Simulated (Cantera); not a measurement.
Metals in furnace atmospheres: Pb + CO₂ + CO + NH₃

Charge: 1 mol Pb, 9 mol CO₂, 0.51 mol CO, 8.9 mol NH₃, held at 0.430 bar.

These are equilibrium values from Cantera (NASA tables, ideal gas, pure condensed phases), not measurements of a reactor. Candidate condensed phases: C, C₆H₆, C₇H₈, C₈H₁₈, H₂O, Pb, PbO, PbO₂, Pb₃O₄; 139 gas species. The numbers say what is thermodynamically allowed, not how fast it happens.

```
T (°C)  log p H₂  log p CO  log p H₂O  log p CO₂  log p N₂  log p CH₄  log p Pb  log p NH₃  n Pb(l)
------  --------  --------  ---------  ---------  --------  ---------  --------  ---------  -------
602        -0.86     -1.18      -1.18      -1.08     -1.15      -2.33     -6.17      -4.69    1.000
652        -0.85     -1.13      -1.16      -1.13     -1.15      -2.99     -5.57      -4.86    1.000
702        -0.86     -1.09      -1.14      -1.16     -1.15      -3.67     -5.04      -5.03    0.999
752        -0.88     -1.07      -1.11      -1.19     -1.15      -4.30     -4.56      -5.20    0.998
802        -0.89     -1.05      -1.09      -1.22     -1.15      -4.87     -4.12      -5.35    0.995
852        -0.90     -1.03      -1.07      -1.24     -1.15      -5.40     -3.72      -5.49    0.988
902        -0.91     -1.02      -1.06      -1.27     -1.15      -5.88     -3.36      -5.61    0.972
952        -0.92     -1.01      -1.04      -1.29     -1.16      -6.32     -3.03      -5.73    0.941
1002       -0.93     -1.00      -1.03      -1.32     -1.16      -6.73     -2.72      -5.84    0.880
```
log p: log10 of the partial pressure in bar; n: condensed amount in mol.

From 602 °C to 1002 °C the condensed part is Pb(l). The main Pb-bearing gas is Pb throughout.
